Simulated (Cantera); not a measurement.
Input: 1 mol Pb, 0.96 mol O₂, a varied amount of H₂, at 1275 °C and 42000 Pa.

These are equilibrium values from Cantera (NASA tables, ideal gas, pure condensed phases), not measurements of a reactor. Candidate condensed phases: H₂O, Pb, PbO, PbO₂, Pb₃O₄; 12 gas species. Rates play no part.

x: gas mole fraction; n: condensed amount in mol.

| n(H₂) (mol) | x H₂ | x H₂O | x Pb | x Pb₂ | x H | x PbO | x OH | n Pb(l) |
|---|---|---|---|---|---|---|---|---|
| 5.4 | 0.585 | 0.323 | 0.0917 | 5.17e-5 | 3.64e-5 | (withheld) | 6.71e-7 | 0.454 |
| 6.6 | 0.644 | 0.264 | 0.0917 | 5.17e-5 | 3.82e-5 | (withheld) | 5.24e-7 | 0.333 |
| 8.2 | 0.696 | 0.213 | 0.0917 | 5.17e-5 | 3.97e-5 | (withheld) | 4.06e-7 | 0.171 |
| 10 | 0.735 | 0.175 | 0.0908 | 5.07e-5 | 4.08e-5 | (withheld) | 3.24e-7 | 0 |
| 12 | 0.775 | 0.148 | 0.0768 | 3.63e-5 | 4.19e-5 | (withheld) | 2.67e-7 | 0 |
| 15 | 0.817 | 0.120 | 0.0624 | 2.40e-5 | 4.30e-5 | (withheld) | 2.11e-7 | 0 |
| 19 | 0.854 | 0.0960 | 0.0500 | 1.53e-5 | 4.40e-5 | (withheld) | 1.65e-7 | 0 |
| 23 | 0.878 | 0.0800 | 0.0416 | 1.07e-5 | 4.46e-5 | (withheld) | 1.36e-7 | 0 |
| 28 | 0.899 | 0.0662 | 0.0345 | 7.30e-6 | 4.51e-5 | (withheld) | 1.11e-7 | 0 |

Question: Some entries are withheld; supply them.

Answer: 
- 5.4, x PbO: 2.63e-5
- 6.6, x PbO: 1.96e-5
- 8.2, x PbO: 1.46e-5
- 10, x PbO: 1.12e-5
- 12, x PbO: 7.62e-6
- 15, x PbO: 4.77e-6
- 19, x PbO: 2.92e-6
- 23, x PbO: 1.97e-6
- 28, x PbO: 1.32e-6
